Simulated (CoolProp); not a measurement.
The numbers come from the reference Helmholtz-energy equation of state, Kamei 1995 in CoolProp.

Problem. Give the vapour pressure (kPa), liquid density (kg/m³), vapour density (kg/m³) of saturated R22 at -61.95, -44.25, 44.55 °C.

Solution. 
| T (°C) | p (kPa) | liquid density (kg/m³) | vapour density (kg/m³) |
|---|---|---|---|
| -61.95 | 33.5 | 1470 | 1.68 |
| -44.25 | 86.0 | 1420 | 4.04 |
| 44.55 | 1710 | 1110 | 74.6 |
